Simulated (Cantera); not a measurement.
**Equilibrium for halide evaporation, hydrolysis and transport: SrCl2 + HCl + H2**

Feed: 1 mol SrCl2, 0.78 mol HCl, a varied amount of H2, at 1600 K and 1330 Pa.

Equilibrium computed with Cantera from the NASA thermochemical tables; the gas is ideal and each condensed phase is pure. Candidate condensed phases: Sr, SrCl2; 8 gas species. Kinetics and transport are ignored.

| n(H2) (mol) | x H2 | x SrCl2 | x HCl | x H | x SrCl | x Cl | x Sr |
|---|---|---|---|---|---|---|---|
| 10 | 0.848 | 0.0848 | 0.0662 | 0.000434 | 2.52e-5 | 2.68e-5 | 6.53e-8 |
| 18 | 0.910 | 0.0505 | 0.0394 | 0.000449 | 2.61e-5 | 1.54e-5 | 1.17e-7 |
| 26 | 0.935 | 0.0360 | 0.0281 | 0.000455 | 2.65e-5 | 1.08e-5 | 1.70e-7 |
| 34 | 0.950 | 0.0279 | 0.0218 | 0.000459 | 2.67e-5 | 8.34e-6 | 2.21e-7 |
| 42 | 0.959 | 0.0228 | 0.0178 | 0.000461 | 2.68e-5 | 6.78e-6 | 2.73e-7 |
| 49 | 0.964 | 0.0197 | 0.0154 | 0.000462 | 2.68e-5 | 5.83e-6 | 3.19e-7 |
| 57 | 0.969 | 0.0170 | 0.0133 | 0.000464 | 2.69e-5 | 5.03e-6 | 3.70e-7 |
| 65 | 0.973 | 0.0149 | 0.0117 | 0.000464 | 2.69e-5 | 4.42e-6 | 4.22e-7 |
x: gas mole fraction; nothing condenses.

From 10 mol H2 to 65 mol H2 nothing is condensed. The main Sr-bearing gas is SrCl2 throughout.
